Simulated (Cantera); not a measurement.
Input (Python, Cantera) and output of one run.

```python
import numpy as np
import cantera as ct

gas_names = """
    TiCL3 HCL H2 CL2
""".split()
cond_names = """
    TiCL4(L)
""".split()


# ... load() reads the species with a 1 bar reference pressure and builds the phases ...
species = {s.name: s for s in load("nasa_gas.yaml", gas_names) + load("nasa_condensed.yaml", cond_names)}
# Each term lists the table entries of one substance; the one whose range holds T is used.
reactions = {
    '2 TiCl3(g) + 2 HCl(g) = H2(g) + 2 TiCl4':
        [(-2, ['TiCL3']), (-2, ['HCL']), (1, ['H2']), (2, ['TiCL4(L)'])],
    '2 TiCl4 = Cl2(g) + 2 TiCl3(g)':
        [(-2, ['TiCL4(L)']), (1, ['CL2']), (2, ['TiCL3'])],
}


def pick(names, T):
    return next(species[n] for n in names if species[n].thermo.min_temp <= T <= species[n].thermo.max_temp)


results = []
for label, terms in reactions.items():
    print(label)
    print("     T/K   dH/kJ  dS/(J/K)   dG/kJ   log10 K")
    for T in [300, 350, 375, 400, 425, 450, 475, 500, 525, 550]:
        used = [(nu, pick(names, T)) for nu, names in terms]
        dH = sum(nu * s.thermo.h(T) for nu, s in used) / 1e6
        dS = sum(nu * s.thermo.s(T) for nu, s in used) / 1e3
        dG = dH - T * dS / 1e3
        logK = -dG * 1e6 / (ct.gas_constant * T * np.log(10))
        results.append((label, T, dH, dS, dG, logK, [s.name for _, s in used]))
        print(f"{T:8g} {dH:8.1f} {dS:8.1f} {dG:8.1f} {logK:8.2f}")
```

Output:

```
2 TiCl3(g) + 2 HCl(g) = H2(g) + 2 TiCl4
     T/K   dH/kJ  dS/(J/K)   dG/kJ   log10 K
     300   -344.9   -371.3   -233.5    40.65
     350   -339.2   -353.9   -215.4    32.14
     375   -336.5   -346.4   -206.6    28.78
     400   -333.8   -339.5   -198.0    25.86
     425   -331.2   -333.1   -189.6    23.31
     450   -328.6   -327.2   -181.4    21.05
     475   -326.0   -321.6   -173.3    19.05
     500   -323.5   -316.4   -165.3    17.27
     525   -321.0   -311.5   -157.4    15.66
     550   -318.5   -306.8   -149.7    14.22
2 TiCl4 = Cl2(g) + 2 TiCl3(g)
     T/K   dH/kJ  dS/(J/K)   dG/kJ   log10 K
     300    529.5    351.3    424.1   -73.84
     350    524.1    334.7    407.0   -60.74
     375    521.5    327.6    398.7   -55.53
     400    519.0    321.1    390.6   -51.00
     425    516.5    315.1    382.6   -47.03
     450    514.1    309.5    374.8   -43.51
     475    511.7    304.3    367.2   -40.37
     500    509.3    299.5    359.6   -37.57
     525    507.0    294.9    352.2   -35.04
     550    504.6    290.5    344.9   -32.75
```

Source: NASA polynomial tables (part measured, part estimated), evaluated in Cantera. Condensed species are held in their standard states even where they would react or evaporate.
